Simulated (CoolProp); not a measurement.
Values from CoolProp's reference Helmholtz-energy equation of state, Lemmon 2006. It is a short technical equation, of lower accuracy than the large ones.

**Question.** For n-decane, give the phase and the cv (kJ/(kg K)), isothermal compressibility (1/MPa) at 218.65 °C and 1.29 MPa.

**Answer.** 
- 218.65 °C and 1.29 MPa: liquid; cv 2.54, isothermal compressibility 0.00638
